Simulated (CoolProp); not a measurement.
Saturation properties of decamethyltetrasiloxane (MD2M) (Tc = 326.2 °C, pc = 1.144 MPa, ω = 0.635).

The numbers come from the reference Helmholtz-energy equation of state, Thol 2017 in CoolProp.

| T (°C) | p (MPa) | liquid density (kg/m³) | vapour density (kg/m³) | enthalpy of vaporisation (kJ/kg) |
|---|---|---|---|---|
| 65.95 | 0.0008341 | 807.8 | 0.09206 | … |
| 74.05 | 0.001304 | … | 0.1407 | 172.1 |
| 82.15 | 0.001985 | … | 0.2094 | 169.2 |
| 90.25 | 0.002947 | 783.2 | 0.3044 | 166.4 |
| 98.35 | 0.004275 | 774.9 | 0.4327 | 163.7 |
| 106.45 | 0.006074 | 766.5 | 0.6028 | 160.9 |
| 114.45 | 0.008427 | 758.1 | 0.8212 | 158.2 |
| 122.55 | 0.01153 | … | 1.104 | 155.4 |
| 130.65 | 0.01552 | 740.9 | 1.461 | 152.6 |
| 138.75 | 0.02056 | 732.1 | 1.906 | 149.9 |
| 146.85 | 0.02685 | 723.2 | 2.454 | 147.1 |

Task: Fill in the missing entries.

Result: 
- 65.95, enthalpy of vaporisation (kJ/kg): 174.9
- 74.05, liquid density (kg/m³): 799.6
- 82.15, liquid density (kg/m³): 791.4
- 122.55, liquid density (kg/m³): 749.6

It boils at 194.4 °C under 1 atm.
